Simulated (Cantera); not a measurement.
Charge: 1 mol Si, 17 mol HCl, 8.5 mol N2, held at 1273 K and 0.00400 bar.

These are equilibrium values from Cantera (NASA tables, ideal gas, pure condensed phases), not measurements of a reactor. Candidate condensed phases: NH4Cl, Si, Si3N4; 28 gas species. The tables' values for SiCl3 are old estimates; treat these amounts as uncertain. Kinetics and transport are ignored.

Base state: HCl 0.536, N2 0.346, H2 0.0777, SiCl4 0.0355, SiCl3 0.00316, SiCl2 0.00184, SiHCl3 0.000206, Cl 1.84e-5 (mole fractions); condensed: gas only.

Problem. What changes in the equilibrium state with this change: HCl from 17 to 1.9 mol?

Solution. 
| species | before | after |
|---|---|---|
| N2 | 0.346 | 0.817 |
| HCl | 0.536 | 0.139 |
| H2 | 0.0777 | 0.0283 |
| SiCl4 | 0.0355 | 0.0109 |
| Cl | 1.84e-5 | 7.89e-6 |
| SiHCl3 | 0.000206 | 8.89e-5 |
| SiCl2 | 0.00184 | 0.00308 |
| Si3N4(s), mol | 0 | 0.280 |
N2 is the only nitrogen source here; it is nearly inert below about 1500 K, so the nitride shown seldom forms there in practice.
